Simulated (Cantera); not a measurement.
A perfectly stirred reactor is fed with C3H8 : O2 : N2 = 1 : 4.55 : 17.1 (molar parts), equivalence ratio 1.1, at 101000 Pa; it is adiabatic with a 400 K inlet, and is followed from long to short residence time, starting on the burning branch (τ in s: 0.025, 0.012, 0.0057, 0.0028, 0.0013, 0.00064, 0.00031, 0.00015, 7.1e-05, 3.4e-05, 1.6e-05, 7.9e-06).

Cantera simulation using GRI-Mech 3.0 (53 species, 325 reactions); the numbers are that mechanism's predictions, not measurements. GRI-Mech 3.0 was tuned for natural gas; its chemistry of propane as a main component is partial and can be far from experiment.

Q: What does this change do: N2 17.1 to 13 parts?

A: 
```tsv
quantity	before	after
blow-out, bracketed by the residence times tried	burning at 71.0 µs, out at 34.0 µs	burning at 34.0 µs, out at 16.0 µs
x(C3H8) at τ = 25.0 ms	5.04e-7	2.84e-7
x(O2) at τ = 25.0 ms	0.00374	0.00704
x(NO) at τ = 25.0 ms	0.000792	0.00252
x(CH4) at τ = 25.0 ms	1.03e-6	5.09e-7
x(O) at τ = 25.0 ms	0.000629	0.00140
x(C3H8) at τ = 0.310 ms	2.18e-5	1.46e-5
x(O2) at τ = 0.310 ms	0.0150	0.0183
x(NO) at τ = 0.310 ms	0.000140	0.000252
x(CH4) at τ = 0.310 ms	1.61e-5	1.04e-5
x(O) at τ = 0.310 ms	0.00330	0.00479
```
